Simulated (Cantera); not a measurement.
A freely propagating, adiabatic, planar premixed flame of CH4 : CO : O2 : N2 = 1 : 0.14 : 2.2 : 9.25 (molar parts), unburnt at 350 K and 750 Torr; mixture-averaged transport, grid criteria slope 0.08 and curve 0.16, no radiation.

Model: GRI-Mech 3.0 (53 species, 325 reactions), integrated in Cantera. Burning velocities carry a grid error of a few per cent, more on coarse grids.

### Question
Predict: laminar burning velocity; thermal thickness; peak x(C2H); peak x(OH).

### Answer
```json
{
  "laminar_burning_velocity": "38.6 cm/s",
  "thermal_thickness": "0.497 mm",
  "peak x(C2H)": "4.68e-8",
  "peak x(OH)": "0.00616"
}
```
